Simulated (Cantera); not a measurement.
Ignition delay

Mixture: 14.4 % CH4, 18.0 % O2, 67.6 % N2, at 70000 Pa, adiabatic and at constant pressure. Ignition delay is the time to a rise of 400 K.

Computed with Cantera and GRI-Mech 3.0 (53 species, 325 reactions).

| T0 (K) | delay (ms) |
|---|---|
| 1050 | 860 |
| 1125 | 250 |
| 1200 | 80.2 |
| 1275 | 28.0 |
| 1350 | 10.5 |
| 1425 | 4.25 |
| 1500 | 1.86 |
| 1575 | 0.894 |
| 1650 | 0.469 |
| 1725 | 0.266 |

| Item | Value |
|---|---|
| apparent activation energy between 1575 and 1725 K | 180 kJ/mol |
